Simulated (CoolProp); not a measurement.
n-butane at 516.34 K and 6.7 MPa flows at 9.7 m/s in a round tube of 10 mm bore and 1.5 µm roughness, fully developed (64/Re and Nu = 3.66 if laminar; Colebrook and Gnielinski if turbulent). Each further row changes one setting.

The numbers come from the reference Helmholtz-energy equation of state, Bücker 2006 in CoolProp.

| case | Reynolds number | Darcy friction factor | pressure drop (Pa/m) | heat-transfer coefficient (W/(m² K)) | mass flow (kg/h) |
|---|---|---|---|---|---|
| as stated | 803000 | 0.0143 | 9240 | 8160 | 376 |
| velocity 19.4 m/s | 1610000 | 0.0137 | 35400 | ___ | ___ |
| diameter 20 mm | 1610000 | ___ | 4040 | 7140 | 1500 |

Task: Complete the blanks.

Result: 
- velocity 19.4 m/s, heat-transfer coefficient (W/(m² K)): 15600
- velocity 19.4 m/s, mass flow (kg/h): 751
- diameter 20 mm, Darcy friction factor: 0.0125

Viscosity comes from a separate model (Vogel 1999). Thermal conductivity comes from a separate model (Perkins 2002).
